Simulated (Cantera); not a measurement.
Feed: 1 mol C6H6, 0.019 mol NH3, 36 mol H2, at 2950 K and 7.20 bar.

Equilibrium computed with Cantera from the NASA thermochemical tables; the gas is ideal and each condensed phase is pure. Candidate condensed phases: C, C6H6, C7H8, C8H18; 92 gas species. Rates play no part.

Base state: H2 0.901, C2H2 (acetylene) 0.0483, H 0.0478, C4H2 0.00108, CH4 0.000481, C2H 0.000410, CH3 0.000409, HCN 0.000392 (mole fractions); condensed: C(graphite).

Problem. What changes in the equilibrium state with this change: C6H6 replaced by C2H4?

Solution. 
| species | before | after |
|---|---|---|
| H2 | 0.901 | 0.926 |
| H | 0.0478 | 0.0484 |
| C2H2 (acetylene) | 0.0483 | 0.0242 |
| C4H2 | 0.00108 | 0.000263 |
| C6H2 | 2.57e-5 | 3.04e-6 |
| C3 | 2.52e-5 | 8.56e-6 |
| C3H3 (propargyl) | 5.26e-5 | 1.86e-5 |
| C2H | 0.000410 | 0.000202 |
| C(graphite), mol | 1.84 | 0 |

Problem. What changes in the equilibrium state with this change: NH3 from 0.019 to 0.13 mol?

Solution. 
```tsv
species	before	after
H2	0.901	0.898
C2H2 (acetylene)	0.0483	0.0482
H	0.0478	0.0477
HCN	0.000392	0.00240
HNC	7.10e-5	0.000435
N2	5.08e-6	0.000191
CN	2.04e-6	1.25e-5
CH4	0.000481	0.000478
C(graphite), mol	1.84	1.73
```
